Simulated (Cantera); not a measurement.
Feed: 1 mol BaF2, 0.086 mol HF, 85 mol N2, 3.8 mol O2, at 1.00 Torr.

Method: chemical equilibrium by Gibbs-energy minimisation in Cantera with the NASA 1993 tables (ideal gas, pure condensed phases). Candidate condensed phases: Ba, BaF2, BaO, Ba(OH)2, H2O; 45 gas species. Kinetics and transport are ignored.

Task: Which condensed phases are stable at each of these points (T (°C)): 977, 1052, 1127, 1202, 1277, 1352, 1427, 1502, 1577?

Result: 
| T (°C) | condensed phases | Ba condensed (%) |
|---|---|---|
| 977 | BaF2(s) | 99.4 |
| 1052 | BaF2(s) | 95.5 |
| 1127 | BaF2(s) | 73.3 |
| 1202 | gas only | 0.0 |
| 1277 | gas only | 0.0 |
| 1352 | gas only | 0.0 |
| 1427 | gas only | 0.0 |
| 1502 | gas only | 0.0 |
| 1577 | gas only | 0.0 |

From 977 °C to 1127 °C the condensed part is BaF2(s). From 1202 °C to 1577 °C nothing is condensed.
